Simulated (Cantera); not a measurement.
Cantera run:

```python
import numpy as np
import cantera as ct

gas_names = [...]  # 113 gases of nasa_gas.yaml made of C, H, O, Pb
cond_names = """
    C(gr) C6H6(L) C7H8(L) C8H18(L),n-octa H2O(s) H2O(L) Pb(cr) Pb(L) PbO(rd) PbO(yw) PbO(L) PbO2(s)
    Pb3O4(s)
""".split()


# ... load() reads the species with a 1 bar reference pressure and builds the phases ...
atoms = {
    'Pb': {'Pb': 1},
    'CO2': {'C': 1, 'O': 2},
    'H2': {'H': 2},
    'O2': {'O': 2},
}
top_T = {'C(gr)': 4500, 'Pb3O4(s)': 820}  # K; cautious upper limits of use, not melting points


# ... equilibrate(T, P, feed) seeds the gas with the atoms and calls Mixture.equilibrate('TP', solver="vcs", rtol=1e-11, max_steps=5000) ...
results = []
feed = {'Pb': 1, 'CO2': 25, 'H2': 7.8, 'O2': 0.51}  # mol
P = 7100  # Pa
for T in [875, 975, 1075, 1175, 1275, 1375, 1475, 1575, 1675, 1775, 1875]:
    mix = equilibrate(T, P, feed)
    results.append((T, P, feed, dict(zip(mix.species_names, mix.species_moles))))

top = {s: max(r[3][s] / sum(r[3][g] for g in gas_names) for r in results) for s in gas_names}
cols = sorted((s for s in top if top[s] > 0.0001), key=lambda s: -top[s])[:7]
seen = [c for c in cond_names if any(r[3].get(c, 0) > 1e-12 for r in results)]
print("log10 of partial pressures in bar; condensed amounts in mol")
print(f"{'T/K':>10s}" + "".join(f"{s[:9]:>10s}" for s in cols + seen))
for T, P, feed, n in results:
    ng = sum(n[g] for g in gas_names)
    print(f"{T:10.4g}" + "".join(f"{np.log10(max(n[s] / ng * P / 1e5, 1e-99)):10.3f}" for s in cols)
          + "".join(f"{n.get(c, 0):10.4g}" for c in seen))
```

Output:

```
log10 of partial pressures in bar; condensed amounts in mol
       T/K       CO2       H2O        CO        H2        Pb       PbO         H     Pb(L)
       875    -1.345    -1.954    -2.050    -2.239    -6.171   -12.352   -11.419    0.9997
       975    -1.357    -1.909    -1.994    -2.343    -5.038   -10.325   -10.113    0.9958
      1075    -1.366    -1.879    -1.958    -2.439    -4.120    -8.671    -9.053    0.9649
      1175    -1.375    -1.860    -1.935    -2.527    -3.361    -7.299    -8.175    0.7976
      1275    -1.389    -1.854    -1.926    -2.612    -2.724    -6.142    -7.439    0.1044
      1375    -1.394    -1.845    -1.915    -2.681    -2.678    -5.650    -6.806         0
      1475    -1.397    -1.837    -1.906    -2.740    -2.679    -5.266    -6.257         0
      1575    -1.399    -1.831    -1.898    -2.792    -2.680    -4.931    -5.777         0
      1675    -1.401    -1.826    -1.892    -2.838    -2.682    -4.638    -5.354         0
      1775    -1.403    -1.823    -1.888    -2.878    -2.686    -4.382    -4.977         0
      1875    -1.404    -1.820    -1.883    -2.913    -2.692    -4.156    -4.640         0
```

Method: chemical equilibrium by Gibbs-energy minimisation in Cantera with the NASA 1993 tables (ideal gas, pure condensed phases).
